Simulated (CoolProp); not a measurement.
cis-2-butene along the isotherm 461.5 K: density (kg/m³) from the reference equation and from simpler models built on Tc = 435.8 K, pc = 42.36 bar, ω = 0.202; each cubic takes its own stable root.

Values from CoolProp's reference Helmholtz-energy equation of state, Lemmon 2005. It is a short technical equation, of lower accuracy than the large ones.

| p (bar) | phase | reference |
|---|---|---|
| 1.63 | gas | 2.410 |
| 3.26 | gas | 4.876 |
| 4.89 | gas | 7.402 |
| 6.52 | gas | 9.990 |
| 8.15 | gas | 12.64 |
| 9.78 | gas | 15.37 |
| 11.4 | gas | 18.15 |
| 13 | gas | 20.98 |
| 14.7 | gas | 24.07 |
| 16.3 | gas | 27.08 |
| 17.9 | gas | 30.18 |
| 19.6 | gas | 33.59 |
| 21.2 | gas | 36.91 |

Q: How far does each simpler model (ideal gas, van der Waals, Redlich-Kwong, Soave-Redlich-Kwong, Peng-Robinson) lie from the reference over these 13 states: mean and median of the absolute difference, and the worst?

A: 
- ideal gas: mean 8.3 %, median 8.2 %, worst -16.0 % at 461.5 K and 21.2 bar
- van der Waals: mean 0.9 %, median 0.8 %, worst -1.7 % at 461.5 K and 21.2 bar
- Redlich-Kwong: mean 0.0 %, median 0.0 %, worst -0.1 % at 461.5 K and 21.2 bar
- Soave-Redlich-Kwong: mean 0.3 %, median 0.2 %, worst -0.7 % at 461.5 K and 21.2 bar
- Peng-Robinson: mean 0.8 %, median 0.8 %, worst +1.4 % at 461.5 K and 21.2 bar
